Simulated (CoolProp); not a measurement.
Aqueous propylene glycol as a coolant, 59 % by mass, freezing at -47.9 °C, 1 atm.

Model: Melinder's fits for secondary coolants, in CoolProp.

| T (°C) | Prandtl number | cp (kJ/(kg K)) | density (kg/m³) | conductivity (W/(m K)) |
|---|---|---|---|---|
| -8.9 | 543 | 3.231 | 1061 | 0.315 |
| -5.2 | 412 | 3.247 | 1059 | 0.316 |
| -1.6 | 320 | 3.263 | 1057 | 0.318 |
| 2 | 252 | 3.279 | 1054 | 0.319 |
| 5.6 | 201 | 3.295 | 1052 | 0.320 |
| 9.3 | 162 | 3.312 | 1050 | 0.322 |
| 12.9 | 132 | 3.328 | 1048 | 0.323 |
| 16.5 | 110 | 3.344 | 1045 | 0.324 |
| 20.1 | 91.7 | 3.360 | 1043 | 0.326 |
| 23.8 | 77.1 | 3.376 | 1040 | 0.327 |
| 27.4 | 65.9 | 3.392 | 1038 | 0.328 |
| 31 | 56.8 | 3.409 | 1035 | 0.330 |
| 34.6 | 49.4 | 3.425 | 1032 | 0.331 |
